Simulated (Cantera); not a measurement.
## Thermodynamics of tantalum, niobium, vanadium and zirconium in process gases, feed V + N2O + H2 + NH3

Input: 1 mol V, 0.18 mol N2O, 320 mol H2, a varied amount of NH3, held at 925 K and 0.255 Torr.

Equilibrium computed with Cantera from the NASA thermochemical tables; the gas is ideal and each condensed phase is pure. Candidate condensed phases: H2O, V, VN, VO, V2O3, V2O4, V2O5; 28 gas species. VN, VO: taken at fixed stoichiometry. Condensed phases not in the tables: the oxides between V2O3 and V2O5 other than VO2, solid solutions among these carbides, nitrides and lower oxides, V2N, N, O or C dissolved in the metal. Rates play no part.

```json
[
 {"n(NH3) (mol)": "0.39", "log p H2": "-3.47", "log p N2": "<-15", "log p H2O": "-12.12", "log p NH3": "<-15", "log p H": "-11.32", "n V(s)": "0.0700", "n VN(s)": "0.750", "n VO(s)": "0.180", "n V2O3(s)": "0"},
 {"n(NH3) (mol)": "0.53", "log p H2": "-3.47", "log p N2": "-7.65", "log p H2O": "-8.18", "log p NH3": "-12.03", "log p H": "-11.32", "n V(s)": "0", "n VN(s)": "0.848", "n VO(s)": "0.109", "n V2O3(s)": "0.0215"},
 {"n(NH3) (mol)": "0.72", "log p H2": "-3.47", "log p N2": "-6.99", "log p H2O": "-7.96", "log p NH3": "-11.70", "log p H": "-11.32", "n V(s)": "0", "n VN(s)": "0.887", "n VO(s)": "0", "n V2O3(s)": "0.0565"},
 {"n(NH3) (mol)": "0.98", "log p H2": "-3.47", "log p N2": "-6.62", "log p H2O": "-7.84", "log p NH3": "-11.52", "log p H": "-11.32", "n V(s)": "0", "n VN(s)": "0.889", "n VO(s)": "0", "n V2O3(s)": "0.0554"},
 {"n(NH3) (mol)": "1.3", "log p H2": "-3.47", "log p N2": "-6.39", "log p H2O": "-7.76", "log p NH3": "-11.40", "log p H": "-11.32", "n V(s)": "0", "n VN(s)": "0.891", "n VO(s)": "0", "n V2O3(s)": "0.0545"},
 {"n(NH3) (mol)": "1.8", "log p H2": "-3.47", "log p N2": "-6.18", "log p H2O": "-7.69", "log p NH3": "-11.29", "log p H": "-11.32", "n V(s)": "0", "n VN(s)": "0.893", "n VO(s)": "0", "n V2O3(s)": "0.0535"},
 {"n(NH3) (mol)": "2.4", "log p H2": "-3.47", "log p N2": "-6.01", "log p H2O": "-7.63", "log p NH3": "-11.21", "log p H": "-11.32", "n V(s)": "0", "n VN(s)": "0.895", "n VO(s)": "0", "n V2O3(s)": "0.0526"},
 {"n(NH3) (mol)": "3.3", "log p H2": "-3.47", "log p N2": "-5.84", "log p H2O": "-7.58", "log p NH3": "-11.13", "log p H": "-11.32", "n V(s)": "0", "n VN(s)": "0.897", "n VO(s)": "0", "n V2O3(s)": "0.0515"},
 {"n(NH3) (mol)": "4.5", "log p H2": "-3.47", "log p N2": "-5.69", "log p H2O": "-7.53", "log p NH3": "-11.05", "log p H": "-11.32", "n V(s)": "0", "n VN(s)": "0.899", "n VO(s)": "0", "n V2O3(s)": "0.0504"},
 {"n(NH3) (mol)": "6.1", "log p H2": "-3.47", "log p N2": "-5.55", "log p H2O": "-7.48", "log p NH3": "-10.98", "log p H": "-11.32", "n V(s)": "0", "n VN(s)": "0.902", "n VO(s)": "0", "n V2O3(s)": "0.0492"}
]
```
log p: log10 of the partial pressure in bar; n: condensed amount in mol.

At 0.39 mol NH3 the condensed part is V(s) + VN(s) + VO(s). At 0.53 mol NH3 the condensed part is VN(s) + VO(s) + V2O3(s). From 0.72 mol NH3 to 6.1 mol NH3 the condensed part is VN(s) + V2O3(s).
